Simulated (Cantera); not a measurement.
Charge: 1 mol Si, 3.3 mol NF₃, 2.3 mol HF, equilibrated at 0.0130 bar.

Equilibrium computed with Cantera from the NASA thermochemical tables; the gas is ideal and each condensed phase is pure. Candidate condensed phases: Si, Si₃N₄; 37 gas species. Rates play no part. All values below are at 1227 °C.

Base state: F 0.543, HF 0.212, N₂ 0.152, SiF₄ 0.0922, F₂ 0.000516 (mole fractions); condensed: gas only.

### Question
What changes in the equilibrium state with this change: NF₃ from 3.3 to 0.66 mol?

### Answer
```tsv
species	before	after
H₂	<1e-9	0.381
SiF₄	0.0922	0.374
N₂	0.152	0.126
F	0.543	<1e-9
HF	0.212	0.113
SiF₃	<1e-9	0.00579
SiHF₃	<1e-9	0.000618
F₂	0.000516	<1e-9
H	<1e-9	9.53e-5
```
The tables' values for SiF₃, SiF₂ are old estimates; treat these amounts as uncertain.
